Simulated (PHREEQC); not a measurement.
1 kg of water holding 0.047 mol KCl, 0.23 mol MgBr2 and 6.4e-05 mol CaSO4 is evaporated at 25 °C; the solids stay in contact with the brine. The system is closed to CO2. Only these solids could form: Arcanite, Bischofite, Brucite, Carnallite, Epsomite, Gypsum, Anhydrite, Hexahydrite, Kainite, Kieserite, Leonite, Misenite, Polyhalite, Portlandite, Schoenite, Sylvite, Syngenite, MgCl2_4H2O.

Computed with PHREEQC (Pitzer model, pitzer.dat).

```
water left (kg)  ionic strength  water activity  Cl in solution (mol/kgw)
---------------  --------------  --------------  ------------------------
1                         0.737           0.987                    0.0470
0.8219                    0.897           0.984                    0.0572
0.6755                     1.09           0.980                    0.0696
0.5552                     1.33           0.976                    0.0847
0.4563                     1.62           0.969                     0.103
0.3082                     2.39           0.951                     0.152
0.2533                     2.91           0.937                     0.186
0.2082                     3.54           0.918                     0.226
0.1711                     4.31           0.893                     0.275
0.1407                     5.24           0.858                     0.334
0.1156                     6.38           0.812                     0.407
```
